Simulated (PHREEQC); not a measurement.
Synthetic water in mg/kgw, 25 °C, pH 6.16, pe 8.2:

```tsv
constituent	mg/kgw
Na	0.0721
K	0.00132
Ca	0.0693
Mg	0.0214
Cl	0.131
S(6) as SO4	0.0773
Alkalinity as HCO3	0.178
N(5) as NO3	0.000179
Sr	0.000171
Ba	0.00133
Br	0.000529
Pb	0.00425
O(0) (dissolved oxygen)	0.000291
```

Valence states are taken as typed.

The numbers come from PHREEQC with the ion-association model, phreeqc.dat.

```json
[
 {"quantity": "ionic strength (mol/kgw)", "before": "1.25e-5", "after": "1.40e-5"},
 {"quantity": "CO2 (mol/kgw)", "before": "5.57e-6", "after": "2.50e-5"},
 {"quantity": "HCO3- (mol/kgw)", "before": "3.60e-6", "after": "5.11e-6"},
 {"quantity": "Pb+2 (mol/kgw)", "before": "1.98e-8", "after": "2.02e-8"},
 {"quantity": "PbOH+ (mol/kgw)", "before": "5.52e-10", "after": "1.78e-10"},
 {"quantity": "CO3-2 (mol/kgw)", "before": "2.47e-10", "after": "1.11e-10"},
 {"quantity": "SI of Pb(OH)2 (Pb(OH)2)", "before": "-3.54", "after": "-4.53"},
 {"quantity": "SI of Cerussite (PbCO3)", "before": "-4.20", "after": "-4.53"}
]
```

Q: Which change was made?
(A) Br from 0.000529 to 0.00159 mg/kgw
(B) Ca from 0.0693 to 0.0347 mg/kgw
(C) all concentrations times 4 at the same typed pH
(D) temperature from 25 to 80 °C at the same typed pH
(E) pH from 6.16 to 5.66 at the same alkalinity

A: E, pH from 6.16 to 5.66 at the same alkalinity

This is a speciation only: nothing precipitates in the calculation.
